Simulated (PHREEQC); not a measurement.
A made-up water analysis in mmol/kgw, 25 °C, pH 2.9:

| constituent | mmol/kgw |
|---|---|
| Na | 102 |
| K | 15.4 |
| Ca | 3.85 |
| Mg | 1.59 |
| Cl | 16.6 |
| S(6) | 55.1 |

Valence states are taken as typed.

The numbers come from PHREEQC with the Pitzer model, pitzer.dat.

This is a speciation only: nothing precipitates in the calculation.

Problem. Estimate the specific conductance, density, osmotic coefficient.

Solution. specific conductance 12300 µS/cm; density 1.005 g/cm³; osmotic coefficient 0.824.

Problem. In which forms is S present?

Solution. SO4-2 96 %, HSO4- 4.0 % of the S.
